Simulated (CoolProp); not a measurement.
Vapour-liquid equilibrium of benzene (1) + n-nonane (2) at 901 kPa; x and y are mole fractions of (1).

The numbers come from the multi-fluid Helmholtz-energy mixture model, Thol 2012 and Lemmon 2006; pair parameters Bell 2016 in CoolProp.

**Question.** Give the bubble temperature and the first vapour's composition at x = 0.35, 0.65, 0.95. Is there an azeotrope?

**Answer.** x = 0.35: 485.6 K, y = 0.640; x = 0.65: 463.6 K, y = 0.855; x = 0.95: 448.1 K, y = 0.982. No azeotrope shows between x = 0.05 and 0.95.

Pair parameters are fitted to limited data, so mixtures are less certain than the pure fluids.
